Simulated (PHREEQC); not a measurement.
MgCl2 is added in steps, without added water, to 1 kg of water holding 0.14 mol/kgw HBr, 0.00021 mol/kgw CaCl2 and 6.6e-05 mol/kgw MnSO4, at 27 °C. The system is closed to oxygen. CO2 from the air is kept out. Solids allowed: Gypsum, Pyrochroite. Others were left out.

Base run: PHREEQC, ion-association model, phreeqc.dat. Each further column changes one thing. The table gives MnCl+ (mol/kgw).

```json
[
 {"MgCl2 added (mol)": "0", "base": "3.98e-8", "MnSO4 from 6.6e-05 to 0.000132 mol/kgw": "7.95e-8", "temperature from 27 to 15 °C": "4.05e-8", "CaCl2 from 0.00021 to 0.000231 mol/kgw": "4.37e-8", "no solid may form": "3.98e-8"},
 {"MgCl2 added (mol)": "0.02333", "base": "3.71e-6", "MnSO4 from 6.6e-05 to 0.000132 mol/kgw": "7.42e-6", "temperature from 27 to 15 °C": "3.78e-6", "CaCl2 from 0.00021 to 0.000231 mol/kgw": "3.71e-6", "no solid may form": "3.71e-6"},
 {"MgCl2 added (mol)": "0.04667", "base": "6.44e-6", "MnSO4 from 6.6e-05 to 0.000132 mol/kgw": "1.29e-5", "temperature from 27 to 15 °C": "6.57e-6", "CaCl2 from 0.00021 to 0.000231 mol/kgw": "6.45e-6", "no solid may form": "6.44e-6"},
 {"MgCl2 added (mol)": "0.07", "base": "8.65e-6", "MnSO4 from 6.6e-05 to 0.000132 mol/kgw": "1.73e-5", "temperature from 27 to 15 °C": "8.82e-6", "CaCl2 from 0.00021 to 0.000231 mol/kgw": "8.65e-6", "no solid may form": "8.65e-6"},
 {"MgCl2 added (mol)": "0.09333", "base": "1.05e-5", "MnSO4 from 6.6e-05 to 0.000132 mol/kgw": "2.10e-5", "temperature from 27 to 15 °C": "1.07e-5", "CaCl2 from 0.00021 to 0.000231 mol/kgw": "1.05e-5", "no solid may form": "1.05e-5"},
 {"MgCl2 added (mol)": "0.1167", "base": "1.21e-5", "MnSO4 from 6.6e-05 to 0.000132 mol/kgw": "2.42e-5", "temperature from 27 to 15 °C": "1.24e-5", "CaCl2 from 0.00021 to 0.000231 mol/kgw": "1.21e-5", "no solid may form": "1.21e-5"},
 {"MgCl2 added (mol)": "0.14", "base": "1.36e-5", "MnSO4 from 6.6e-05 to 0.000132 mol/kgw": "2.71e-5", "temperature from 27 to 15 °C": "1.38e-5", "CaCl2 from 0.00021 to 0.000231 mol/kgw": "1.36e-5", "no solid may form": "1.36e-5"}
]
```
